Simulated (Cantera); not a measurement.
Input (Python, Cantera) and output of one run.

```python
import numpy as np
import cantera as ct

gas_names = """
    CL CL2 H HCL H2 Si SiCL SiCL2 SiCL3 SiCL4 SiH SiHCL3 SiH2 SiH2CL2 SiH3 SiH3CL SiH4 Si2 Si3
""".split()
cond_names = """
    Si(cr) Si(L)
""".split()


# ... load() reads the species with a 1 bar reference pressure and builds the phases ...
atoms = {
    'SiH2Cl2': {'Si': 1, 'H': 2, 'CL': 2},
    'H2': {'H': 2},
}
top_T = {}  # K; cautious upper limits of use, not melting points


# ... equilibrate(T, P, feed) seeds the gas with the atoms and calls Mixture.equilibrate('TP', solver="vcs", rtol=1e-11, max_steps=5000) ...
results = []
feed = {'SiH2Cl2': 1, 'H2': 5}  # mol
T = 1873  # K
P = 1100  # Pa
mix = equilibrate(T, P, feed)
results.append((T, P, feed, dict(zip(mix.species_names, mix.species_moles))))
x = sorted(zip(gas.X, gas.species_names), reverse=True)
print(f"T = {T:g} K  P = {P:g} Pa  gas = {mix.phase_moles(0):.4g} mol")
print("   x: " + "  ".join(f"{s} {v:.3e}" for v, s in x if v > 0.001))
print("   condensed (mol): " + ("  ".join(f"{mix.phase(i).name} {mix.phase_moles(i):.4g}"
      for i in range(1, mix.n_phases) if mix.phase_moles(i) > 1e-12) or "none"))
```

It prints:

```
T = 1873 K  P = 1100 Pa  gas = 7.029 mol
   x: H2 7.807e-01  HCL 1.403e-01  SiCL2 7.068e-02  H 5.437e-03
   condensed (mol): Si(L) 0.4882
```

Method: chemical equilibrium by Gibbs-energy minimisation in Cantera with the NASA 1993 tables (ideal gas, pure condensed phases). The tables' values for SiCl, SiCl3 are old estimates; treat these amounts as uncertain. Gases not in the tables: Si2H6 and higher silanes.
